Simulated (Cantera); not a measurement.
Input (Python, Cantera) and output of one run.

```python
import numpy as np
import cantera as ct

gas_names = """
    CL CL2 H HCL H2 Si SiCL SiCL2 SiCL3 SiCL4 SiH SiHCL3 SiH2 SiH2CL2 SiH3 SiH3CL SiH4 Si2 Si3
""".split()
cond_names = """
    Si(cr) Si(L)
""".split()


def load(file, names, dense=False):
    # The tables refer to 1 bar. Condensed volumes are neglected.
    table = {s.name: s for s in ct.Species.list_from_file(file)}
    out = []
    for n in names:
        d = dict(table[n].input_data)
        d["thermo"] = dict(d["thermo"], **{"reference-pressure": 1e5})
        if dense:
            d["equation-of-state"] = {"model": "constant-volume", "density": "1e6 g/cm^3"}
        out.append(ct.Species.from_dict(d))
    return out


gas = ct.Solution(thermo="ideal-gas", species=load("nasa_gas.yaml", gas_names))
cond = {s.name: ct.Solution(thermo="fixed-stoichiometry", species=[s], name=s.name)
        for s in load("nasa_condensed.yaml", cond_names, dense=True)}
atoms = {
    'SiCl4': {'Si': 1, 'CL': 4},
    'HCl': {'H': 1, 'CL': 1},
    'H2': {'H': 2},
}
top_T = {}  # K; cautious upper limits of use, not melting points


def equilibrate(T, P, feed):
    n = {}
    for name, mol in feed.items():
        for a, k in atoms[name].items():
            n[a] = n.get(a, 0.0) + k * mol
    gas.TPX = T, P, n
    mass = sum(n.values()) * gas.mean_molecular_weight
    gas.equilibrate("TP")
    valid = [c for c in cond.values() if c.min_temp <= T <= top_T.get(c.name, c.max_temp)]
    mix = ct.Mixture([(gas, mass / gas.mean_molecular_weight)] + [(c, 0.0) for c in valid])
    mix.T, mix.P = T, P
    mix.equilibrate("TP", solver="vcs", rtol=1e-11, max_steps=5000)
    return mix


results = []
feed = {'SiCl4': 1, 'HCl': 3.1, 'H2': 14}  # mol
T = 1648.15  # K
for P in [10000, 19000, 36000, 67000, 130000, 240000, 450000, 840000, 1600000, 3000000]:
    mix = equilibrate(T, P, feed)
    results.append((T, P, feed, dict(zip(mix.species_names, mix.species_moles))))

top = {s: max(r[3][s] / sum(r[3][g] for g in gas_names) for r in results) for s in gas_names}
cols = sorted((s for s in top if top[s] > 1e-06), key=lambda s: -top[s])[:8]
seen = [c for c in cond_names if any(r[3].get(c, 0) > 1e-12 for r in results)]
print("log10 of partial pressures in bar; condensed amounts in mol")
print(f"{'P/Pa':>10s}" + "".join(f"{s[:9]:>10s}" for s in cols + seen))
for T, P, feed, n in results:
    ng = sum(n[g] for g in gas_names)
    print(f"{P:10.4g}" + "".join(f"{np.log10(max(n[s] / ng * P / 1e5, 1e-99)):10.3f}" for s in cols)
          + "".join(f"{n.get(c, 0):10.4g}" for c in seen))
```

Output:

```
log10 of partial pressures in bar; condensed amounts in mol
      P/Pa        H2       HCL     SiCL2     SiCL4    SiHCL3     SiCL3   SiH2CL2         H
     1e+04    -1.163    -1.584    -2.336    -3.956    -4.313    -3.318    -5.437    -4.631
   1.9e+04    -0.883    -1.310    -2.082    -3.434    -3.784    -2.930    -4.902    -4.491
   3.6e+04    -0.603    -1.040    -1.839    -2.930    -3.271    -2.556    -4.379    -4.351
   6.7e+04    -0.330    -0.779    -1.618    -2.460    -2.788    -2.211    -3.885    -4.215
   1.3e+05    -0.038    -0.503    -1.401    -1.985    -2.296    -1.864    -3.376    -4.069
   2.4e+05     0.233    -0.251    -1.223    -1.572    -1.865    -1.569    -2.927    -3.933
   4.5e+05     0.511     0.007    -1.065    -1.176    -1.450    -1.292    -2.492    -3.794
   8.4e+05     0.786     0.264    -0.937    -0.810    -1.065    -1.045    -2.088    -3.657
   1.6e+06     1.070     0.530    -0.833    -0.456    -0.695    -0.816    -1.701    -3.515
     3e+06     1.345     0.793    -0.758    -0.132    -0.357    -0.616    -1.350    -3.377
```

These are equilibrium values from Cantera (NASA tables, ideal gas, pure condensed phases), not measurements of a reactor. The tables' values for SiCl3 are old estimates; treat these amounts as uncertain.
